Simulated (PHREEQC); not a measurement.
Solution (70 °C): 0.0071 mol/kgw CuSO4, 0.027 mol/kgw H2SO4, 0.0089 mol/kgw FeCl3 and 0.037 mol/kgw LiOH. Closed to the air; pH follows from the charge balance.

Equilibrium calculation in PHREEQC: ion-association model, wateq4f.dat.

No solid was allowed to form.

Problem. Order these Cu species by the share of Cu that they hold, largest first: CuSO4, Cu+2, CuCl2, CuCl+.

Solution. Cu+2 (60 %), CuSO4 (29 %), CuCl+ (11 %), CuCl2 (0.13 %)

Problem. Order these S species by the share of S that they hold, largest first: Fe(SO4)2-, HSO4-, CuSO4, SO4-2, FeSO4+.

Solution. SO4-2 (37 %), HSO4- (32 %), FeSO4+ (18 %), CuSO4 (6.0 %), Fe(SO4)2- (4.2 %)

The pH is 2.22 and the ionic strength 0.0829 mol/kgw. Saturation is exceeded, for instance for Hematite (slow to form), Goethite (slow to form); the values hold only as long as no solid forms. At this temperature some constants are extrapolated from 25 °C, and those without enthalpy data are left unchanged.
